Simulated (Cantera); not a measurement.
**Moist CO burnout**

A perfectly stirred reactor is fed with 0.207 % CO, 1.18 % O2, 0.0837 % H2O, 98.5 % N2, equivalence ratio 0.087, at 0.210 bar; it is held at 950 K, and followed from long to short residence time.

Computed with Cantera and GRI-Mech 3.0 (53 species, 325 reactions).

| τ (s) | x CO | x O2 | x H2O | x O | x CO2 | x H2O2 |
|---|---|---|---|---|---|---|
| 1.4 | 0.00104 | 0.0113 | 0.000834 | 1.15e-5 | 0.00103 | 1.05e-8 |
| 0.51 | 0.00149 | 0.0115 | 0.000833 | 1.56e-5 | 0.000580 | 9.82e-9 |
| 0.19 | 0.00183 | 0.0117 | 0.000833 | 1.64e-5 | 0.000238 | 8.72e-9 |
| 0.068 | 0.00202 | 0.0118 | 0.000836 | 9.44e-6 | 4.76e-5 | 7.13e-9 |
| 0.025 | 0.00207 | 0.0118 | 0.000837 | 5.47e-11 | 7.62e-11 | <1e-12 |
| 0.0090 | 0.00207 | 0.0118 | 0.000837 | 1.56e-11 | 1.75e-11 | <1e-12 |
| 0.0033 | 0.00207 | 0.0118 | 0.000837 | 5.43e-12 | 5.65e-12 | <1e-12 |
| 0.0012 | 0.00207 | 0.0118 | 0.000837 | 1.96e-12 | 1.99e-12 | <1e-12 |
| 0.00044 | 0.00207 | 0.0118 | 0.000837 | <1e-12 | <1e-12 | <1e-12 |
| 0.00016 | 0.00207 | 0.0118 | 0.000837 | <1e-12 | <1e-12 | <1e-12 |
x: mole fraction; the columns are a selection and need not sum to one.
